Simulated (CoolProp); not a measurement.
Saturation properties of trans-2-butene.

The numbers come from the reference Helmholtz-energy equation of state, Lemmon 2005 in CoolProp. It is a short technical equation, of lower accuracy than the large ones.

| T (°C) | p (MPa) | vapour density (kg/m³) | enthalpy of vaporisation (kJ/kg) |
|---|---|---|---|
| -79.35 | 0.001037 | 0.03617 | 471.8 |
| -72.15 | (withheld) | 0.06273 | 466.1 |
| -64.95 | 0.003197 | 0.1040 | (withheld) |
| -57.75 | 0.005262 | 0.1658 | 454.8 |
| -50.65 | 0.008294 | 0.2535 | 449.1 |
| -43.45 | (withheld) | 0.3778 | (withheld) |
| -36.25 | (withheld) | (withheld) | 437.5 |
| -29.05 | 0.02747 | 0.7730 | 431.5 |
| -21.85 | 0.03886 | (withheld) | 425.4 |
| -14.75 | 0.05352 | 1.437 | 419.3 |
| -7.55 | 0.07259 | 1.909 | 412.9 |
| -0.35 | (withheld) | 2.493 | 406.3 |

### Question
Some entries are withheld; supply them.

### Answer

- -72.15, p (MPa): 0.001864
- -64.95, enthalpy of vaporisation (kJ/kg): 460.5
- -43.45, p (MPa): 0.01273
- -43.45, enthalpy of vaporisation (kJ/kg): 443.3
- -36.25, p (MPa): 0.01895
- -36.25, vapour density (kg/m³): 0.5473
- -21.85, vapour density (kg/m³): 1.067
- -0.35, p (MPa): 0.09665

It boils at 0.9 °C under 1 atm.
